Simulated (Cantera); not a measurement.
## Low-pressure radical oxidation in H2/O2

An isothermal, constant-pressure homogeneous reactor starts with H2 : O2 = 0.012 : 1 (molar parts), equivalence ratio 0.0060, at 1425 K and 23.3 Torr.

Cantera simulation using GRI-Mech 3.0 (53 species, 325 reactions); the numbers are that mechanism's predictions, not measurements. Radical loss at walls, strong at low pressure, is not modelled.

| t (s) | x H2 | x O2 | x O | x HO2 | x H | x H2O | x OH |
|---|---|---|---|---|---|---|---|
| 0.000300 | 0.0119 | 0.988 | 1.24e-6 | 2.69e-7 | 1.36e-7 | 1.11e-6 | 1.08e-6 |
| 0.000911 | 0.0114 | 0.988 | 0.000305 | 1.02e-6 | 3.16e-5 | 0.000337 | 0.000257 |
| 0.00277 | 5.87e-5 | 0.977 | 0.0101 | 1.02e-6 | 0.000372 | 0.0108 | 0.00166 |
| 0.00840 | 5.01e-5 | 0.978 | 0.00941 | 9.77e-7 | 0.000329 | 0.0109 | 0.00158 |
| 0.0255 | 4.10e-5 | 0.980 | 0.00761 | 8.79e-7 | 0.000240 | 0.0110 | 0.00143 |
| 0.0775 | 2.44e-5 | 0.983 | 0.00444 | 6.60e-7 | 0.000108 | 0.0113 | 0.00110 |
| 0.235 | 8.41e-6 | 0.986 | 0.00150 | 3.45e-7 | 2.14e-5 | 0.0116 | 0.000649 |
| 0.714 | 1.73e-6 | 0.988 | 0.000303 | 1.18e-7 | 1.96e-6 | 0.0118 | 0.000295 |
| 2.17 | 2.99e-7 | 0.988 | 5.22e-5 | 4.48e-8 | 1.40e-7 | 0.0119 | 0.000123 |
| 6.59 | 6.94e-8 | 0.988 | 1.21e-5 | 4.50e-8 | 1.58e-8 | 0.0119 | 5.93e-5 |
| 20.0 | 4.53e-8 | 0.988 | 7.92e-6 | 5.10e-8 | 8.34e-9 | 0.0119 | 4.79e-5 |
x: mole fraction; the columns are a selection and need not sum to one.

Equilibrium at this temperature and pressure: H2 4.51e-8, O2 0.988, O 7.88e-6, HO2 5.11e-8, H 8.28e-9, H2O 0.0119, OH 4.78e-5 (gas phase only).
